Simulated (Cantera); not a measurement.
**N2O furnace oxynitridation**

An isothermal, constant-pressure homogeneous reactor starts with N2O : N2 = 1 : 0.99 (molar parts), at 1448 K and 100000 Pa.

Computed with Cantera and GRI-Mech 3.0 (53 species, 325 reactions). GRI-Mech 3.0 was tuned for natural gas; its chemistry of N2O as a main component is partial and can be far from experiment. The temperature is held fixed by assumption; the heat of reaction is taken as removed at once.

```
t (s)       x N2O      x NO     x NO2      x O2   x N2
--------  -------  --------  --------  --------  -----
2.00e-5     0.502   4.57e-5   3.41e-9   8.03e-5  0.498
6.30e-5     0.501  0.000181   5.23e-8  0.000318  0.498
0.000198    0.499  0.000605   5.53e-7   0.00107  0.499
0.000625    0.492   0.00192   4.68e-6   0.00339  0.503
0.00197     0.469   0.00588   2.81e-5    0.0104  0.515
0.00620     0.406    0.0167  0.000106    0.0300  0.547
0.0195      0.268    0.0396  0.000273    0.0737  0.619
0.0615     0.0920    0.0643  0.000452     0.131  0.712
0.194     0.00854    0.0703  0.000467     0.162  0.759
0.610     2.06e-5    0.0702  0.000393     0.165  0.764
1.92      1.61e-6    0.0702  0.000392     0.165  0.764
6.05      1.60e-6    0.0700  0.000391     0.165  0.764
19.1      1.57e-6    0.0693  0.000388     0.166  0.764
60.0      1.49e-6    0.0674  0.000378     0.167  0.765
```
x: mole fraction; the columns are a selection and need not sum to one.

Equilibrium at this temperature and pressure: N2O 5.84e-8, NO 0.000929, NO2 5.71e-6, O2 0.200, N2 0.799 (gas phase only).
